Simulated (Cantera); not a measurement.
# Premixed flame

A freely propagating, adiabatic, planar premixed flame of 34.2 % H2, 13.8 % O2, 52.0 % N2, unburnt at 473 K and 0.132 atm; mixture-averaged transport, grid criteria slope 0.08 and curve 0.16, no radiation.

Cantera simulation using the H2/O2 subset of GRI-Mech 3.0, which has no nitrogen chemistry; the numbers are that mechanism's predictions, not measurements. Burning velocities carry a grid error of a few per cent, more on coarse grids.

```
z (mm)  T (K)  u (m/s)    x H2     x O2       x O      x H    x HO2   x H2O2
------  -----  -------  ------  -------  --------  -------  -------  -------
-17.7     473     4.37   0.342    0.138     <1e-8    <1e-8    <1e-8    <1e-8
-11.8     473     4.37   0.342    0.138     <1e-8    <1e-8    <1e-8    <1e-8
-8.87     473     4.37   0.342    0.138     <1e-8    <1e-8    <1e-8    <1e-8
-5.92     473     4.37   0.342    0.138     <1e-8    <1e-8  3.08e-8    <1e-8
-2.96     478     4.41   0.340    0.138   3.48e-6  9.91e-5  6.88e-5  1.24e-6
-1.48     646     5.87   0.315    0.134  0.000156  0.00828  4.49e-5  3.93e-6
0        1089     9.58   0.172   0.0845   0.00645   0.0711  1.44e-5  5.42e-7
1.48     1364     11.9  0.0742   0.0249    0.0110    0.104  3.90e-6  6.53e-7
2.96     1478     12.8  0.0694   0.0181    0.0109   0.0964  2.50e-6  5.48e-7
5.92     1607     13.8  0.0734   0.0158    0.0103   0.0825  1.87e-6  3.64e-7
11.8     1753     14.8  0.0769   0.0132   0.00897   0.0671  1.35e-6  1.99e-7
23.7     1907     16.0  0.0789   0.0104   0.00712   0.0519  9.47e-7  1.03e-7
47.3     2058     17.0  0.0792  0.00753   0.00505   0.0381  6.60e-7  5.62e-8
```
x: mole fraction of selected species; z is measured from the peak of heat release.

| Property | Result |
|---|---|
| laminar burning velocity | 437 cm/s |
| thermal thickness | 5.92 mm |
| peak x(O) | 0.0111 |
| peak x(H) | 0.104 |
| peak x(HO2) | 8.11e-5 |
| peak x(H2O2) | 5.12e-6 |
